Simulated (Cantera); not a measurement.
Feed: 1 mol PbO, 440 mol H2, equilibrated at 850 Pa.

These are equilibrium values from Cantera (NASA tables, ideal gas, pure condensed phases), not measurements of a reactor. Candidate condensed phases: H2O, Pb, PbO, PbO2, Pb3O4; 12 gas species. Equilibrium is a limit: real reactors are often held back by kinetics, nucleation or transport.

log p: log10 of the partial pressure in bar; n: condensed amount in mol.

```csv
T (K),log p H2,log p H,log p H2O,log p Pb,n Pb(l)
698,-2.07,<-14,-4.71,-8.99,1.000
848,-2.07,…,-4.71,-6.52,0.985
998,-2.07,…,-4.71,-4.81,0.197
1148,-2.07,…,-4.72,-4.72,0
1298,-2.07,…,-4.72,-4.72,0
1448,-2.07,…,-4.72,-4.72,0
1598,-2.07,…,-4.72,-4.72,0
1748,-2.07,…,-4.72,-4.72,0
1898,-2.08,…,-4.72,-4.72,0
```

Problem. What belongs in the gaps?

Solution. 
- 848, log p H: -11.76
- 998, log p H: -9.70
- 1148, log p H: -8.18
- 1298, log p H: -7.01
- 1448, log p H: -6.07
- 1598, log p H: -5.31
- 1748, log p H: -4.68
- 1898, log p H: -4.15
